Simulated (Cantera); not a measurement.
What does this Cantera script print?

```python
import numpy as np
import cantera as ct

gas = ct.Solution("gri30.yaml")
gas.TPX = 2323, 1700, {'CH4': 0.017, 'H2': 1, 'N2': 0.00081, 'H2O': 0.0021}
reactor = ct.IdealGasConstPressureReactor(gas, energy="off", clone=False)
net = ct.ReactorNet([reactor])
net.rtol, net.atol = 1e-08, 1e-18
show = ['CH4', 'H2', 'C2H', 'HCN', 'H', 'C2H2']
times = np.geomspace(0.0001, 3, 10)

steps = ct.SolutionArray(gas, extra=["t"])
rows = []
print(f"{'t/s':>10s}{'T/K':>9s}{'P/Pa':>11s}" + "".join(f"{s:>11s}" for s in show))
for t in times:
    while net.time < t:
        t_next = net.step()
        steps.append(gas.state, t=t_next)
    rows.append([np.interp(t, steps.t, y) for y in (steps.T, steps.P, *steps(*show).X.T)])
    print(f"{t:10.3e}{rows[-1][0]:9.1f}{rows[-1][1]:11.4g}" + "".join(f"{x:11.3e}" for x in rows[-1][2:]))
rate = np.gradient(steps.T, steps.t)
print("integrator steps:", len(steps.t))
if steps.T.max() > steps.T[0] + 200:
    print(f"time of steepest temperature rise: {steps.t[rate.argmax()]:.4e} s")
gas.TPX = 2323, 1700, {'CH4': 0.017, 'H2': 1, 'N2': 0.00081, 'H2O': 0.0021}
gas.equilibrate("TP")
print(f"equilibrium (TP): T = {gas.T:.1f} K  " + "  ".join(f"{s} {gas[s].X[0]:.3e}" for s in show))
```

Result:

```
       t/s      T/K       P/Pa        CH4         H2        C2H        HCN          H       C2H2
 1.000e-04   2323.0       1700  1.643e-02  9.798e-01  4.838e-13  6.571e-14  6.413e-04  1.563e-08
 3.144e-04   2323.0       1700  1.599e-02  9.785e-01  1.327e-10  2.882e-12  2.042e-03  1.335e-06
 9.884e-04   2323.0       1700  1.459e-02  9.744e-01  2.525e-08  2.276e-10  6.254e-03  8.246e-05
 3.107e-03   2323.0       1700  9.658e-03  9.670e-01  1.420e-06  1.142e-08  1.568e-02  1.834e-03
 9.769e-03   2323.0       1700  2.340e-03  9.630e-01  7.627e-06  1.114e-07  2.444e-02  6.296e-03
 3.071e-02   2323.0       1700  3.701e-04  9.569e-01  1.207e-05  3.101e-07  3.215e-02  7.528e-03
 9.655e-02   2323.0       1700  1.210e-04  9.473e-01  1.550e-05  6.652e-07  4.241e-02  7.254e-03
 3.035e-01   2323.0       1700  1.745e-05  9.310e-01  2.104e-05  1.487e-06  5.930e-02  6.922e-03
 9.543e-01   2323.0       1700  3.902e-06  9.137e-01  2.750e-05  2.323e-06  7.673e-02  6.860e-03
 3.000e+00   2323.0       1700  3.532e-06  9.102e-01  2.881e-05  5.017e-06  8.027e-02  6.845e-03
integrator steps: 1639
equilibrium (TP): T = 2323.0 K  CH4 3.451e-06  H2 9.101e-01  C2H 2.674e-05  HCN 9.924e-04  H 8.028e-02  C2H2 6.352e-03
```

Cantera simulation using GRI-Mech 3.0 (53 species, 325 reactions); the numbers are that mechanism's predictions, not measurements. GRI-Mech 3.0 stops at C3 and has no aromatics, soot or wall deposition, so with more carbon than oxygen in the feed, carbon stays in small species such as C2H2 where larger ones or solid carbon would form. Radical loss at walls, strong at low pressure, is not modelled.
